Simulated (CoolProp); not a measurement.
The fluid at 298.15 K and 7.04 MPa is throttled through a valve to 3.57 MPa with no heat exchange. The same conditions are run with several fluids, on thermodynamics alone (safety and materials aside).

The numbers come from the reference Helmholtz-energy equation of state of each fluid (CH3F (R41): Lemmon 2006; water: Wagner 2002; R115: Lemmon 2016; C3F8 (R218): Lemmon 2006; n-undecane: Aleksandrov 2011) in CoolProp.

```tsv
fluid	temperature change (K)	final phase	final density (kg/m³)
CH3F (R41)	-2.9	two-phase, vapour fraction 0.001	…
water	…	liquid	…
R115	…	liquid	1320
C3F8 (R218)	…	liquid	…
n-undecane	…	liquid	…
```

Task: What belongs in the gaps?

Result: 
- CH3F (R41), final density (kg/m³): 585
- water, temperature change (K): +0.8
- water, final density (kg/m³): 998
- R115, temperature change (K): +0.1
- C3F8 (R218), temperature change (K): -0.0
- C3F8 (R218), final density (kg/m³): 1360
- n-undecane, temperature change (K): +1.5
- n-undecane, final density (kg/m³): 738
